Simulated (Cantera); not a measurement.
## Diamond growth

A diamond (100) surface in a fixed gas of H2 with x(CH4) = 0.0079, x(H) = 0.00039, x(CH3) = 0.00041, at 900 K; coverages are run to steady state.

Cantera simulation using the Harris–Goodwin 1993 mechanism for the reconstructed diamond (100) surface; the numbers are that mechanism's predictions, not measurements.

| P (Pa) | growth (µm/h) | θ c6HH | θ c6H* | θ c6*H | θ c6** | θ c6HM |
|---|---|---|---|---|---|---|
| 640 | 0.333 | 0.387 | 0.00570 | 0.160 | 0.00179 | 0.359 |
| 970 | 0.523 | 0.375 | 0.00551 | 0.154 | 0.00173 | 0.373 |
| 1500 | 0.831 | 0.366 | 0.00538 | 0.151 | 0.00169 | 0.383 |
| 2200 | 1.24 | 0.361 | 0.00530 | 0.148 | 0.00167 | 0.389 |
| 3400 | 1.94 | 0.356 | 0.00524 | 0.147 | 0.00165 | 0.394 |
| 5200 | 2.99 | 0.354 | 0.00519 | 0.145 | 0.00163 | 0.397 |
| 7800 | 4.50 | 0.352 | 0.00517 | 0.145 | 0.00162 | 0.399 |
| 12000 | 6.95 | 0.351 | 0.00515 | 0.144 | 0.00162 | 0.401 |
θ: site fractions in the mechanism's names (c6HH fully hydrogenated, c6H* and c6*H radical sites, c6** diradical, c6HM methylated).
